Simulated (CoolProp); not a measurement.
Vapour-liquid equilibrium of acetone (1) + cyclohexane (2) at 1.68 MPa; x and y are mole fractions of (1).

Computed with CoolProp (multi-fluid Helmholtz-energy mixture model, Lemmon 2006 and Zhou 2014; pair parameters Bell 2016).

Give the bubble temperature and the first vapour's composition at x = 0.45, 0.55, 0.75. Is there an azeotrope?

x = 0.45: 448.8 K, y = 0.584; x = 0.55: 446.3 K, y = 0.645; x = 0.75: 443.3 K, y = 0.774. y crosses x between x = 0.85 and 0.95: the model has an azeotrope there.

Pair parameters are fitted to limited data, so mixtures are less certain than the pure fluids.
